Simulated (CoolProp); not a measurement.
Model: reference Helmholtz-energy equation of state, Zhou 2011, in CoolProp.

Problem. For dimethyl carbonate, give the phase and the cp (kJ/(kg K)), speed of sound (m/s), expansivity (1/kK), fugacity coefficient at 367.5 K and 22.3 bar; 542.9 K and 22.3 bar.

Solution. 
- 367.5 K and 22.3 bar: liquid; cp 1.96, speed of sound 938, expansivity 1.46, fugacity coefficient 0.0537
- 542.9 K and 22.3 bar: gas; cp 1.95, speed of sound 188, expansivity 3.79, fugacity coefficient 0.834
